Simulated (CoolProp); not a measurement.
Vapour pressure (bar) of dodecamethylpentasiloxane (MD3M): the reference equation beside estimates from Tc = 628.0 K, pc = 9.540 bar, ω = 0.730. Clausius-Clapeyron is anchored at 499.3 K with a constant enthalpy of vaporisation of 43.03 kJ/mol.

Model: reference Helmholtz-energy equation of state, Thol 2019, in CoolProp.

```tsv
T (K)	reference	Lee-Kesler	Clausius-Clapeyron	van der Waals	Redlich-Kwong	Soave-Redlich-Kwong	Peng-Robinson
482.5	0.6158	0.6118	0.6478	3.025	1.747	0.6200	0.6294
490.9	0.7600	0.7546	0.7783	3.283	1.985	0.7661	0.7748
499.3	0.9294	0.9225	0.9294	3.554	2.245	0.9383	0.9456
507.7	1.127	1.118	1.103	3.838	2.527	1.140	1.145
516.1	1.356	1.345	1.302	4.137	2.832	1.374	1.376
524.5	1.620	1.607	1.529	4.450	3.162	1.643	1.643
532.9	1.922	1.906	1.786	4.777	3.517	1.953	1.948
541.3	2.266	2.248	2.077	5.118	3.898	2.306	2.297
549.8	2.661	2.641	2.408	5.479	4.310	2.711	2.697
558.2	3.102	3.080	2.774	5.851	4.746	3.163	3.145
566.6	3.598	3.575	3.183	6.238	5.211	3.671	3.648
575	4.155	4.132	3.637	6.640	5.704	4.240	4.212
583.4	4.778	4.756	4.141	7.057	6.228	4.874	4.843
591.8	5.474	5.455	4.696	7.490	6.782	5.578	5.545
600.2	6.251	6.237	5.307	7.939	7.368	6.357	6.324
```

Absolute difference from the reference over all 15 rows, mean and median: Lee-Kesler 0.7 and 0.7 %, Clausius-Clapeyron 8.1 and 8.3 %, van der Waals 156.0 and 125.9 %, Redlich-Kwong 82.6 and 72.0 %, Soave-Redlich-Kwong 1.5 and 1.7 %, Peng-Robinson 1.5 and 1.4 %.
